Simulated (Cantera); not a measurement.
Cantera run:

```python
import numpy as np
import cantera as ct

gas_names = [...]  # 114 gases of nasa_gas.yaml made of C, Fe, H, O
cond_names = """
    C(gr) C6H6(L) C7H8(L) C8H18(L),n-octa Fe(a) Fe(c) Fe(d) Fe(L) FeC5O5(L) FeO(s) FeO(L) Fe(OH)2(s)
    Fe(OH)3(s) Fe2O3(s) Fe3O4(s) H2O(s) H2O(L)
""".split()


# ... load() reads the species with a 1 bar reference pressure and builds the phases ...
atoms = {
    'Fe3O4': {'Fe': 3, 'O': 4},
    'CH4': {'C': 1, 'H': 4},
    'H2': {'H': 2},
}
top_T = {'C(gr)': 4500, 'Fe2O3(s)': 1830, 'Fe3O4(s)': 1870}  # K; cautious upper limits of use, not melting points


# ... equilibrate(T, P, feed) seeds the gas with the atoms and calls Mixture.equilibrate('TP', solver="vcs", rtol=1e-11, max_steps=5000) ...
results = []
T = 2273  # K
P = 13332.2  # Pa
for m in [0.48, 0.88, 1.3, 1.7, 2.1, 2.5, 2.9, 3.3, 3.7, 4.1, 4.5, 4.9]:
    feed = {'Fe3O4': 1, 'CH4': m, 'H2': 4.5}  # mol
    mix = equilibrate(T, P, feed)
    results.append((T, P, feed, dict(zip(mix.species_names, mix.species_moles))))

top = {s: max(r[3][s] / sum(r[3][g] for g in gas_names) for r in results) for s in gas_names}
cols = sorted((s for s in top if top[s] > 1e-05), key=lambda s: -top[s])[:7]
seen = [c for c in cond_names if any(r[3].get(c, 0) > 1e-12 for r in results)]
print("log10 of partial pressures in bar; condensed amounts in mol")
print(f"{'n(CH4)':>10s}" + "".join(f"{s[:9]:>10s}" for s in cols + seen))
for T, P, feed, n in results:
    ng = sum(n[g] for g in gas_names)
    print(f"{feed['CH4']:10.4g}" + "".join(f"{np.log10(max(n[s] / ng * P / 1e5, 1e-99)):10.3f}" for s in cols)
          + "".join(f"{n.get(c, 0):10.4g}" for c in seen))
```

It prints:

```
log10 of partial pressures in bar; condensed amounts in mol
    n(CH4)        H2       H2O        CO        Fe         H       CO2 C2H2,acet     C(gr)     Fe(L)    FeO(L)
      0.48    -1.110    -1.426    -2.026    -2.276    -2.631    -3.084   -15.643         0     1.041     1.704
      0.88    -1.131    -1.446    -1.843    -2.276    -2.641    -2.900   -15.297         0     1.682     1.012
       1.3    -1.147    -1.462    -1.744    -2.276    -2.649    -2.801   -15.115         0     2.356    0.2845
       1.7    -1.128    -1.543    -1.678    -2.276    -2.640    -2.835   -14.766         0     2.591         0
       2.1    -1.098    -1.678    -1.629    -2.276    -2.625    -2.950   -14.306         0     2.543         0
       2.5    -1.075    -1.827    -1.592    -2.276    -2.613    -3.086   -13.866         0     2.495         0
       2.9    -1.057    -2.003    -1.564    -2.276    -2.604    -3.252   -13.404         0     2.446         0
       3.3    -1.043    -2.237    -1.542    -2.276    -2.597    -3.478   -12.848         0     2.397         0
       3.7    -1.031    -2.640    -1.524    -2.276    -2.591    -3.875   -11.971         0     2.347         0
       4.1    -1.024    -6.885    -1.518    -2.276    -2.587    -8.121    -3.447  0.005031     2.302         0
       4.5    -1.017    -6.899    -1.538    -2.276    -2.584    -8.162    -3.441     0.399     2.269         0
       4.9    -1.012    -6.913    -1.558    -2.276    -2.582    -8.201    -3.435     0.793     2.235         0
```

These are equilibrium values from Cantera (NASA tables, ideal gas, pure condensed phases), not measurements of a reactor. Each liquid is taken as pure. Iron dissolves carbon and melts from about 1420 K in contact with it, which pure phases cannot show. Mutual solubility and eutectic melting of coexisting phases are not modelled. The tables' stoichiometric FeO is somewhat more stable than real wüstite, so its field is too wide. FeO: taken at fixed stoichiometry. Condensed phases not in the tables: cementite and carbon dissolved in iron.
